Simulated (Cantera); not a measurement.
Source: NASA polynomial tables (part measured, part estimated), evaluated in Cantera. Values are per mole of reaction as written; species without (g) are pure solids or liquids, kept so even where they would boil at 1 bar.

2 V2O3 + 2 NO2(g) + 3 H2(g) → 2 NH3(g) + 2 V2O5

| T (K) | ΔH° (kJ) | ΔS° (J/K) | ΔG° (kJ) | log10 K | condensed phases |
|---|---|---|---|---|---|
| 2248 | -713.1 | -304.8 | -28.0 | 0.65 | V2O3(s), V2O5(l) |
| 2323 | ___ | ___ | ___ | ___ | V2O3(s), V2O5(l) |
| 2398 | ___ | ___ | ___ | ___ | V2O3(l), V2O5(l) |
| 2473 | -953.1 | -407.3 | 54.3 | -1.15 | V2O3(l), V2O5(l) |
| 2548 | -953.6 | -407.5 | 84.8 | -1.74 | V2O3(l), V2O5(l) |
| 2623 | ___ | ___ | ___ | ___ | V2O3(l), V2O5(l) |

Question: Complete the blanks.

Answer: 
- 2323, ΔH° (kJ): -717.0
- 2323, ΔS° (J/K): -306.5
- 2323, ΔG° (kJ): -5.1
- 2323, log10 K: 0.11
- 2398, ΔH° (kJ): -952.6
- 2398, ΔS° (J/K): -407.1
- 2398, ΔG° (kJ): 23.7
- 2398, log10 K: -0.52
- 2623, ΔH° (kJ): -954.1
- 2623, ΔS° (J/K): -407.7
- 2623, ΔG° (kJ): 115.4
- 2623, log10 K: -2.30
